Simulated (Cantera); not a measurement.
What does this Cantera script print?

```python
import numpy as np
import cantera as ct

gas = ct.Solution("gri30.yaml")
gas.TPX = 775, 55000, {'CH4': 1, 'CO': 0.93, 'O2': 3.57, 'N2': 13.4}
inlet = ct.Reservoir(gas, clone=True)
gas.equilibrate("HP")  # start burning
reactor = ct.IdealGasConstPressureReactor(gas, energy="on", clone=False)
exhaust = ct.Reservoir(gas, clone=True)
tau = [0.36, 0.14, 0.057, 0.023, 0.0091, 0.0036, 0.0015, 0.00058, 0.00023, 9.2e-05, 3.7e-05][0]
for a, b in ((inlet, reactor), (reactor, exhaust)):
    ct.MassFlowController(a, b, mdot=lambda t: reactor.mass / tau)
net = ct.ReactorNet([reactor])
show = ['CH4', 'CO', 'O2', 'HO2', 'H2O2', 'C2H', 'N2O']

rows = []
print(f"{'tau/s':>10s}{'T/K':>9s}" + "".join(f"{s:>11s}" for s in show))
for tau in [0.36, 0.14, 0.057, 0.023, 0.0091, 0.0036, 0.0015, 0.00058, 0.00023, 9.2e-05, 3.7e-05]:
    net.initial_time = 0.0
    net.advance(30 * tau)
    before = gas.X
    net.advance(40 * tau)
    drift = np.max(np.abs(gas.X - before) / (gas.X + 1e-9))
    rows.append([gas.T, *gas[show].X, drift])
    print(f"{tau:10.3e}{gas.T:9.1f}" + "".join(f"{x:11.3e}" for x in gas[show].X))
```

Result:

```
     tau/s      T/K        CH4         CO         O2        HO2       H2O2        C2H        N2O
 3.600e-01   2208.6  7.475e-07  3.992e-03  5.866e-02  2.067e-06  6.505e-08  2.299e-14  2.621e-07
 1.400e-01   2205.4  1.772e-06  4.486e-03  5.950e-02  2.084e-06  6.444e-08  1.183e-13  2.610e-07
 5.700e-02   2194.3  3.792e-06  5.516e-03  6.031e-02  2.101e-06  6.344e-08  4.548e-13  2.583e-07
 2.300e-02   2169.0  7.567e-06  7.569e-03  6.128e-02  2.223e-06  6.535e-08  1.303e-12  2.479e-07
 9.100e-03   2123.4  1.460e-05  1.100e-02  6.265e-02  2.729e-06  7.666e-08  2.895e-12  2.211e-07
 3.600e-03   2057.5  2.850e-05  1.556e-02  6.447e-02  3.938e-06  1.023e-07  5.746e-12  1.863e-07
 1.500e-03   1979.8  5.650e-05  2.052e-02  6.659e-02  5.933e-06  1.438e-07  1.132e-11  1.571e-07
 5.800e-04   1882.6  1.304e-04  2.670e-02  6.965e-02  9.270e-06  2.181e-07  2.737e-11  1.325e-07
 2.300e-04   1778.2  3.425e-04  3.530e-02  7.473e-02  1.483e-05  3.391e-07  8.240e-11  1.140e-07
 9.200e-05   1654.2  1.275e-03  5.195e-02  8.677e-02  3.218e-05  5.532e-07  4.031e-10  8.946e-08
 3.700e-05    775.0  5.291e-02  4.921e-02  1.889e-01  5.066e-14  1.246e-18  1.538e-36  1.619e-20
```

Detailed kinetics in Cantera: GRI-Mech 3.0 (53 species, 325 reactions).
